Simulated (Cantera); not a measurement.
What does this Cantera script print?

```python
import numpy as np
import cantera as ct

gas = ct.Solution("h2o2.yaml")
gas.TPX = 500, 13332, {'H2': 1, 'O2': 0.263, 'N2': 0.989}
flame = ct.FreeFlame(gas, width=0.16)
flame.set_refine_criteria(ratio=3, slope=0.08, curve=0.16)
flame.transport_model = "mixture-averaged"
flame.solve(loglevel=0, auto=True)
z, T = flame.grid, flame.T
thick = (T[-1] - T[0]) / np.gradient(T, z).max()
show = ['H2', 'O2', 'H2O', 'OH', 'O', 'H']
print(f"laminar burning velocity  {flame.velocity[0] * 100:.3f} cm/s")
print(f"burnt temperature         {T[-1]:.1f} K")
print(f"thermal thickness         {thick * 1e3:.4f} mm")
print(f"grid points               {len(z)}")
z0 = z[flame.heat_release_rate.argmax()]
print(f"{'z/mm':>9s}{'T/K':>9s}{'u/(m/s)':>9s}" + "".join(f"{s:>11s}" for s in show))
rows = []
for k in (-3, -2, -1.5, -1, -0.5, -0.25, 0, 0.25, 0.5, 1, 2, 4, 8):
    zz = z0 + k * thick
    rows.append([k * thick, np.interp(zz, z, T), np.interp(zz, z, flame.velocity),
                 *(np.interp(zz, z, flame.X[gas.species_index(s)]) for s in show)])
    print(f"{rows[-1][0] * 1e3:9.3f}{rows[-1][1]:9.1f}{rows[-1][2]:9.3f}" + "".join(f"{x:11.3e}" for x in rows[-1][3:]))
```

It prints:

```
laminar burning velocity  511.916 cm/s
burnt temperature         2219.3 K
thermal thickness         5.7854 mm
grid points               145
     z/mm      T/K  u/(m/s)         H2         O2        H2O         OH          O          H
  -17.356    500.0    5.119  4.440e-01  1.168e-01  4.365e-16  1.075e-20  5.477e-19  2.785e-17
  -11.571    500.0    5.119  4.440e-01  1.168e-01  9.352e-14  7.122e-17  3.002e-15  4.130e-13
   -8.678    500.0    5.119  4.440e-01  1.168e-01  8.424e-12  8.865e-15  3.263e-13  6.616e-11
   -5.785    500.0    5.119  4.440e-01  1.168e-01  1.719e-08  9.512e-11  4.817e-10  8.052e-08
   -2.893    511.9    5.232  4.423e-01  1.166e-01  6.536e-04  4.348e-05  8.867e-06  3.364e-04
   -1.446    678.7    6.840  4.153e-01  1.118e-01  1.459e-02  3.123e-04  1.879e-04  1.137e-02
    0.000   1073.6   10.528  2.768e-01  6.580e-02  1.127e-01  1.824e-03  4.297e-03  8.150e-02
    1.446   1323.1   12.868  1.723e-01  7.714e-03  2.248e-01  3.210e-03  3.543e-03  1.263e-01
    2.893   1414.9   13.683  1.676e-01  1.942e-03  2.376e-01  3.673e-03  2.484e-03  1.218e-01
    5.785   1518.6   14.578  1.759e-01  1.472e-03  2.397e-01  4.446e-03  2.340e-03  1.078e-01
   11.571   1639.5   15.597  1.862e-01  1.213e-03  2.420e-01  5.163e-03  2.059e-03  9.074e-02
   23.141   1766.5   16.640  1.967e-01  8.890e-04  2.453e-01  5.528e-03  1.601e-03  7.278e-02
   46.283   1889.6   17.624  2.065e-01  5.725e-04  2.491e-01  5.360e-03  1.083e-03  5.537e-02
```

Cantera simulation using the H2/O2 subset of GRI-Mech 3.0, which has no nitrogen chemistry; the numbers are that mechanism's predictions, not measurements. Burning velocities carry a grid error of a few per cent, more on coarse grids.
